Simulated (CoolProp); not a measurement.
A single-stage vapour-compression cycle with the fluid: evaporating at 283.15 K (dew point), condensing at 316.15 K (bubble point), superheat 10 K, subcooling 8 K, compressor efficiency 0.6, no pressure losses. The same conditions are run with several fluids, on thermodynamics alone (safety and materials aside).

The numbers come from the reference Helmholtz-energy equation of state of each fluid (R1132(E): Akasaka 2024; dimethyl ether: Wu 2011; R1233zd(E): Akasaka 2022; propyne: Polt 1992; neopentane: Lemmon 2006; trans-2-butene: Lemmon 2005) in CoolProp. The equations of Platzer and Polt are older, rougher fits.

```
fluid           cooling COP  pressure ratio  discharge temperature (K)  refrigerating effect (kJ/kg)  volumetric capacity (kJ/m³)
--------------  -----------  --------------  -------------------------  ----------------------------  ---------------------------
R1132(E)               4.31            2.34                      352.3                           202                         6900
dimethyl ether         4.71            2.57                      351.9                           377                         2880
R1233zd(E)             4.83            3.22                      341.1                           176                          718
propyne                4.74            2.58                      356.7                           444                         2900
neopentane             4.78            2.85                      329.3                           275                          873
trans-2-butene         4.81            2.81                      342.2                           355                         1210
```
